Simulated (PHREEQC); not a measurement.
Brine: speciation

Make-up at 25 °C: 0.41 mol/kgw Na2CO3, 0.21 mol/kgw KCl and 0.39 mol/kgw NaCl. Closed to the air; pH follows from the charge balance.

All values are PHREEQC results (Pitzer model, pitzer.dat), not measurements.

| Quantity | Value |
|---|---|
| pH | 11.48 |
| ionic strength | 1.82 mol/kgw |
| activity of water | 0.965 |
| density | 1.063 g/cm³ |
| osmotic coefficient | 0.819 |
| total alkalinity | 820 meq/kg |

```csv
species,molality,activity,log γ
Na+,1.21,0.688,-0.245
Cl-,0.600,0.346,-0.239
CO3-2,0.405,0.0302,-1.128
K+,0.210,0.122,-0.237
OH-,0.00468,0.00293,-0.203
HCO3-,0.00468,0.00220,-0.328
CO2,1.34e-8,1.67e-8,0.096
```

Precipitation was switched off in this run. Complexes and solids missing from the database can't appear. In brines, pH and single-ion activities rest on the MacInnes convention.
